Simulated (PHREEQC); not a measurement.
Consider water at 62 °C with 0.0026 mol/kgw HBr and 0.00093 mol/kgw CaCl2. Closed to the air; pH follows from the charge balance.

Model: ion-association model, wateq4f.dat, run in PHREEQC.

**Question.** The ionic strength comes out as 0.00539 mol/kgw. What activity coefficients do Ca+2, Cl-, H+, Br- get?

**Answer.** Ca+2 0.72, Cl- 0.92, H+ 0.93, Br- 0.92.

This is a speciation only: nothing precipitates in the calculation. At this temperature some constants are extrapolated from 25 °C, and those without enthalpy data are left unchanged.
